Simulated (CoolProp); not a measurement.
Aqueous potassium acetate as a coolant, 34 % by mass, freezing at -30.0 °C, 1 atm.

The numbers come from the Melinder's fits for secondary coolants in CoolProp.

| T (°C) | conductivity (W/(m K)) | Prandtl number | cp (kJ/(kg K)) | density (kg/m³) |
|---|---|---|---|---|
| -21.3 | 0.438 | 89.8 | 3.027 | 1197 |
| -16.7 | 0.444 | 69.7 | 3.038 | 1195 |
| -12.1 | 0.449 | 55.3 | 3.048 | 1194 |
| -7.5 | 0.455 | 44.7 | 3.058 | 1192 |
| -2.9 | 0.460 | 36.7 | 3.068 | 1190 |
| 1.6 | 0.466 | 30.8 | 3.078 | 1189 |
| 6.2 | 0.471 | 26.1 | 3.088 | 1187 |
| 10.8 | 0.477 | 22.4 | 3.098 | 1185 |
| 15.4 | 0.482 | 19.4 | 3.109 | 1183 |
| 20 | 0.488 | 17.0 | 3.119 | 1181 |
| 24.6 | 0.493 | 15.0 | 3.130 | 1178 |
| 29.2 | 0.499 | 13.4 | 3.141 | 1176 |
| 33.8 | 0.505 | 12.0 | 3.153 | 1174 |
